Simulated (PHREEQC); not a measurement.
Make-up at 25 °C: 37 mmol/kgw Na2SeO3, 4.6 mmol/kgw NaOH and 0.42 mmol/kgw CaCl2. It is in equilibrium with CO2 at log p = 0 (atm). Otherwise closed; pH follows from the charge balance.

The numbers come from PHREEQC with the ion-association model, wateq4f.dat.

No solid was allowed to form.

Question: Predict the pH, ionic strength.

Answer: pH 6.33; ionic strength 0.0791 mol/kgw.

Question: In which forms is Na present?

Answer: Na+ 99 %, NaHCO3 1.4 % of the Na.
